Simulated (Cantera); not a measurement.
An isothermal, constant-pressure homogeneous reactor starts with 21.7 % H2, 9.43 % O2, 68.9 % N2, equivalence ratio 1.1, at 850 K and 188 Torr.

Detailed kinetics in Cantera: GRI-Mech 3.0 (53 species, 325 reactions). Below about 950 K walls govern HO2 and H2O2 in real vessels. The temperature is held fixed by assumption; the heat of reaction is taken as removed at once.

x: mole fraction; the columns are a selection and need not sum to one.

```csv
t (s),x H2,x O2,x H,x HO2,x OH,x NO2,x N2O
1.00e-6,0.217,0.0943,<1e-12,<1e-12,<1e-12,<1e-12,<1e-12
6.45e-6,0.217,0.0943,<1e-12,<1e-12,<1e-12,<1e-12,<1e-12
4.16e-5,0.217,0.0943,1.13e-12,1.41e-12,<1e-12,<1e-12,<1e-12
0.000268,0.217,0.0943,7.26e-12,1.53e-11,<1e-12,<1e-12,<1e-12
0.00173,0.217,0.0943,5.93e-11,4.07e-10,<1e-12,<1e-12,<1e-12
0.0112,0.217,0.0943,?,?,5.30e-11,<1e-12,<1e-12
0.0721,0.100,0.0351,1.45e-8,5.27e-6,3.93e-10,2.86e-8,1.24e-9
0.465,0.100,0.0351,?,?,5.51e-10,2.75e-8,1.25e-9
3.00,0.0990,0.0343,9.66e-8,8.42e-6,3.40e-9,2.25e-8,1.28e-9
```

### Question
What belongs in the gaps?

### Answer

- 0.0112, x H: 3.84e-9
- 0.0112, x HO2: 7.26e-8
- 0.465, x H: 2.00e-8
- 0.465, x HO2: 4.25e-6
